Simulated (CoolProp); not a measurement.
Vapour-liquid equilibrium of R143a (1) + isobutene (2) at 0.594 MPa; x and y are mole fractions of (1).

Model: multi-fluid Helmholtz-energy mixture model, Lemmon and Jacobsen 2000 and Lemmon 2005; pair parameters Bell 2016, in CoolProp.

**Question.** Give the bubble temperature and the first vapour's composition at x = 0.125, 0.65, 0.8. Is there an azeotrope?

**Answer.** x = 0.125: 301.9 K, y = 0.452; x = 0.65: 278.2 K, y = 0.841; x = 0.8: 275.3 K, y = 0.901. No azeotrope shows between x = 0.05 and 0.95.

Pair parameters are fitted to limited data, so mixtures are less certain than the pure fluids.
